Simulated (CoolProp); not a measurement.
Saturation properties of R21.

Computed with CoolProp (reference Helmholtz-energy equation of state, Platzer 1990). This equation is an older, rougher fit; its heat capacities, sound speeds and derivatives of the liquid may be far off and weren't checked against measurements.

```json
[
 {"T (°C)": "55.85", "p (bar)": "4.665", "liquid density (kg/m³)": "1289", "vapour Z": "0.8994", "surface tension (mN/m)": "13.4"},
 {"T (°C)": "66.55", "p (bar)": "6.179", "liquid density (kg/m³)": "1260", "vapour Z": "0.8789", "surface tension (mN/m)": "11.9"},
 {"T (°C)": "77.15", "p (bar)": "8.012", "liquid density (kg/m³)": "1230", "vapour Z": "0.8562", "surface tension (mN/m)": "10.5"},
 {"T (°C)": "87.75", "p (bar)": "10.22", "liquid density (kg/m³)": "1198", "vapour Z": "0.8309", "surface tension (mN/m)": "9.16"},
 {"T (°C)": "98.45", "p (bar)": "12.87", "liquid density (kg/m³)": "1163", "vapour Z": "0.8026", "surface tension (mN/m)": "7.82"},
 {"T (°C)": "109.05", "p (bar)": "15.95", "liquid density (kg/m³)": "1127", "vapour Z": "0.7715", "surface tension (mN/m)": "6.54"},
 {"T (°C)": "119.65", "p (bar)": "19.55", "liquid density (kg/m³)": "1088", "vapour Z": "0.7367", "surface tension (mN/m)": "5.31"},
 {"T (°C)": "130.35", "p (bar)": "23.75", "liquid density (kg/m³)": "1044", "vapour Z": "0.6970", "surface tension (mN/m)": "4.12"}
]
```

It boils at 8.9 °C under 1 atm.

Surface tension comes from a separate correlation (Mulero 2012).
